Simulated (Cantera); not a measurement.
Cantera run, input and output.

```python
import numpy as np
import cantera as ct

gas = ct.Solution("gri30.yaml")
gas.TPX = 1500, 1900000, {'CH4': 1, 'H2': 0.042, 'O2': 3.48, 'N2': 13.1, 'CO2': 1.4}
reactor = ct.IdealGasReactor(gas, energy="on", clone=False)
net = ct.ReactorNet([reactor])
net.rtol, net.atol = 1e-08, 1e-16
show = ['CH4', 'H2', 'O2', 'CO', 'NO2']
times = np.geomspace(3e-06, 7, 12)

steps = ct.SolutionArray(gas, extra=["t"])
rows = []
print(f"{'t/s':>10s}{'T/K':>9s}{'P/Pa':>11s}" + "".join(f"{s:>11s}" for s in show))
for t in times:
    while net.time < t:
        t_next = net.step()
        steps.append(gas.state, t=t_next)
    rows.append([np.interp(t, steps.t, y) for y in (steps.T, steps.P, *steps(*show).X.T)])
    print(f"{t:10.3e}{rows[-1][0]:9.1f}{rows[-1][1]:11.4g}" + "".join(f"{x:11.3e}" for x in rows[-1][2:]))
rate = np.gradient(steps.T, steps.t)
print("integrator steps:", len(steps.t))
if steps.T.max() > steps.T[0] + 200:
    print(f"time of steepest temperature rise: {steps.t[rate.argmax()]:.4e} s")
gas.TPX = 1500, 1900000, {'CH4': 1, 'H2': 0.042, 'O2': 3.48, 'N2': 13.1, 'CO2': 1.4}
gas.equilibrate("UV")
print(f"equilibrium (UV): T = {gas.T:.1f} K  " + "  ".join(f"{s} {gas[s].X[0]:.3e}" for s in show))
```

Output:

```
       t/s      T/K       P/Pa        CH4         H2         O2         CO        NO2
 3.000e-06   1500.0    1.9e+06  5.257e-02  2.208e-03  1.829e-01  1.118e-08  3.931e-18
 1.138e-05   1500.1    1.9e+06  5.250e-02  2.207e-03  1.829e-01  7.327e-07  8.921e-16
 4.315e-05   1510.8  1.914e+06  5.071e-02  2.296e-03  1.817e-01  2.242e-04  6.635e-13
 1.636e-04   2689.2  3.426e+06  7.095e-17  8.846e-04  7.596e-02  6.906e-03  7.201e-06
 6.205e-04   2672.0  3.403e+06  6.285e-17  8.521e-04  7.171e-02  6.607e-03  2.897e-05
 2.353e-03   2662.6   3.39e+06  5.867e-17  8.349e-04  6.941e-02  6.449e-03  4.045e-05
 8.924e-03   2662.4   3.39e+06  5.858e-17  8.345e-04  6.936e-02  6.446e-03  4.069e-05
 3.384e-02   2662.4   3.39e+06  5.858e-17  8.345e-04  6.936e-02  6.446e-03  4.069e-05
 1.283e-01   2662.4   3.39e+06  5.858e-17  8.345e-04  6.936e-02  6.446e-03  4.069e-05
 4.867e-01   2662.4   3.39e+06  5.858e-17  8.345e-04  6.936e-02  6.446e-03  4.069e-05
 1.846e+00   2662.4   3.39e+06  5.858e-17  8.345e-04  6.936e-02  6.446e-03  4.069e-05
 7.000e+00   2662.4   3.39e+06  5.858e-17  8.345e-04  6.936e-02  6.446e-03  4.069e-05
integrator steps: 1832
time of steepest temperature rise: 7.7227e-05 s
equilibrium (UV): T = 2662.4 K  CH4 8.146e-17  H2 8.345e-04  O2 6.936e-02  CO 6.446e-03  NO2 4.069e-05
```

Computed with Cantera and GRI-Mech 3.0 (53 species, 325 reactions). The pressure lies above the range GRI-Mech 3.0 was tuned for (to about 10 atm).
